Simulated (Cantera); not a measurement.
An adiabatic, constant-pressure homogeneous reactor starts with H₂ : O₂ : N₂ : NO = 1 : 0.532 : 6.38 : 0.025 (molar parts), at 1623 K and 1000000 Pa.

Detailed kinetics in Cantera: GRI-Mech 3.0 (53 species, 325 reactions). The hydrogen kinetics of GRI-Mech 3.0 are dated; newer H2 mechanisms differ, most at raised pressure.

Question: Predict: time of steepest temperature rise; temperature at 4.00 s; equilibrium temperature; x(H₂) at 4.00 s; x(O₂) at 4.00 s; x(NO) at 4.00 s; x(O) at 4.00 s; x(N₂) at 4.00 s; x(H₂O) at 4.00 s; x(HO₂) at 4.00 s.

Answer: 
```json
{
 "time_of_steepest_temperature_rise": "2.22 µs",
 "temperature at 4.00 s": "2467 K",
 "equilibrium_temperature": "2467 K",
 "x(H₂) at 4.00 s": "0.00298 (gas-phase equilibrium 0.00298)",
 "x(O₂) at 4.00 s": "0.00487 (gas-phase equilibrium 0.00487)",
 "x(NO) at 4.00 s": "0.00345 (gas-phase equilibrium 0.00345)",
 "x(O) at 4.00 s": "0.000273 (gas-phase equilibrium 0.000273)",
 "x(N₂) at 4.00 s": "0.855 (gas-phase equilibrium 0.855)",
 "x(H₂O) at 4.00 s": "0.129 (gas-phase equilibrium 0.129)",
 "x(HO₂) at 4.00 s": "1.57e-6 (gas-phase equilibrium 1.57e-6)"
}
```
